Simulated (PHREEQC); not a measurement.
Acid rinse or clean (model solution)

Solution (25 °C): 1 mmol/kgw HCl and 59 mmol/kgw CaCl2. Closed to the air; pH follows from the charge balance.

The numbers come from PHREEQC with the Pitzer model, pitzer.dat.

No solid was allowed to form.

Task: Predict the pH, specific conductance, osmotic coefficient.

Result: pH 3.11; specific conductance 12000 µS/cm; osmotic coefficient 0.861.

Complexes and solids missing from the database can't appear.
